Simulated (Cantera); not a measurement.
A Cantera script and what it prints.

```python
import numpy as np
import cantera as ct

gas_names = [...]  # 76 gases of nasa_gas.yaml made of C, H
cond_names = """
    C(gr) C6H6(L) C7H8(L) C8H18(L),n-octa
""".split()


# ... load() reads the species with a 1 bar reference pressure and builds the phases ...
atoms = {
    'C2H2': {'C': 2, 'H': 2},
    'H2': {'H': 2},
}
top_T = {'C(gr)': 4500}  # K; cautious upper limits of use, not melting points


# ... equilibrate(T, P, feed) seeds the gas with the atoms and calls Mixture.equilibrate('TP', solver="vcs", rtol=1e-11, max_steps=5000) ...
results = []
feed = {'C2H2': 1, 'H2': 1.8}  # mol
P = 133.322  # Pa
for T in [1750, 1850, 1950, 2050, 2150, 2250, 2350, 2450, 2550]:
    mix = equilibrate(T, P, feed)
    results.append((T, P, feed, dict(zip(mix.species_names, mix.species_moles))))
    x = sorted(zip(gas.X, gas.species_names), reverse=True)
    print(f"T = {T:g} K  P = {P:g} Pa  gas = {mix.phase_moles(0):.4g} mol")
    print("   x: " + "  ".join(f"{s} {v:.3e}" for v, s in x if v > 0.0001))
    print("   condensed (mol): " + ("  ".join(f"{mix.phase(i).name} {mix.phase_moles(i):.4g}"
          for i in range(1, mix.n_phases) if mix.phase_moles(i) > 1e-12) or "none"))
```

It prints:

```
T = 1750 K  P = 133.322 Pa  gas = 2.809 mol
   x: H2 9.935e-01  H 6.349e-03  C2H2,acetylene 1.142e-04
   condensed (mol): C(gr) 1.999
T = 1850 K  P = 133.322 Pa  gas = 2.821 mol
   x: H2 9.851e-01  H 1.464e-02  C2H2,acetylene 2.577e-04
   condensed (mol): C(gr) 1.999
T = 1950 K  P = 133.322 Pa  gas = 2.844 mol
   x: H2 9.686e-01  H 3.090e-02  C2H2,acetylene 5.294e-04
   condensed (mol): C(gr) 1.997
T = 2050 K  P = 133.322 Pa  gas = 2.887 mol
   x: H2 9.388e-01  H 6.020e-02  C2H2,acetylene 9.967e-04
   condensed (mol): C(gr) 1.994
T = 2150 K  P = 133.322 Pa  gas = 2.961 mol
   x: H2 8.893e-01  H 1.089e-01  C2H2,acetylene 1.723e-03
   condensed (mol): C(gr) 1.99
T = 2250 K  P = 133.322 Pa  gas = 3.083 mol
   x: H2 8.138e-01  H 1.835e-01  C2H2,acetylene 2.724e-03
   condensed (mol): C(gr) 1.983
T = 2350 K  P = 133.322 Pa  gas = 3.27 mol
   x: H2 7.084e-01  H 2.875e-01  C2H2,acetylene 3.909e-03
   condensed (mol): C(gr) 1.973
T = 2450 K  P = 133.322 Pa  gas = 3.541 mol
   x: H2 5.766e-01  H 4.178e-01  C2H2,acetylene 5.031e-03  C2H 2.349e-04  C3 1.685e-04
   condensed (mol): C(gr) 1.96
T = 2550 K  P = 133.322 Pa  gas = 3.9 mol
   x: H 5.611e-01  H2 4.314e-01  C2H2,acetylene 5.737e-03  C3 7.990e-04  C2H 5.945e-04  C 2.449e-04
   condensed (mol): C(gr) 1.939
```

Method: chemical equilibrium by Gibbs-energy minimisation in Cantera with the NASA 1993 tables (ideal gas, pure condensed phases).
